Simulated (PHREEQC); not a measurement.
## Alkaline etch or developer (model solution)

Consider water at 35 °C with 0.0045 mol KOH, 2e-07 mol H4SiO4 and 8.9e-05 mol K3PO4 per kg of water. It is in equilibrium with CO2 at log p = -2 (atm). Otherwise closed; pH follows from the charge balance.

All values are PHREEQC results (ion-association model, phreeqc.dat), not measurements.

This is a speciation only: nothing precipitates in the calculation.

**Question.** What pH, ionic strength does the model give?

**Answer.** pH 7.52; ionic strength 0.00484 mol/kgw.

**Question.** In which forms is P present?

**Answer.** HPO4-2 73 %, H2PO4- 27 % of the P.
